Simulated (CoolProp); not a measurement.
The fluid at 293.15 K and 1.79 MPa flows at 1.8 m/s in a round tube of 4.6 mm bore and 1.5 µm roughness, fully developed (64/Re and Nu = 3.66 if laminar; Colebrook and Gnielinski if turbulent). The same conditions are run with several fluids, on thermodynamics alone (safety and materials aside).

Computed with CoolProp (reference Helmholtz-energy equation of state of each fluid (R143a: Lemmon and Jacobsen 2000; benzene: Thol 2012; R124: de Vries 1995; R141b: Lemmon 2006; n-hexane: Thol 2019)).

**Question.** Rank R143a, benzene, R124, R141b, n-hexane by Reynolds number, highest first.

**Answer.** R143a (66500), R124 (42100), R141b (23500), n-hexane (17200), benzene (11100)

```
fluid     Darcy friction factor  pressure drop (Pa/m)  heat-transfer coefficient (W/(m² K))  mass flow (kg/h)
--------  ---------------------  --------------------  ------------------------------------  ----------------
R143a                    0.0209                  7050                                  4500               103
benzene                  0.0306                  9480                                  2850              94.8
R124                     0.0227                 11000                                  3690               149
R141b                    0.0257                 11300                                  3160               134
n-hexane                 0.0275                  6410                                  3240              71.2
```

Transport values come from each fluid's own correlations; those of R143a, R124, R141b are estimates that may be off by 10 % or more.
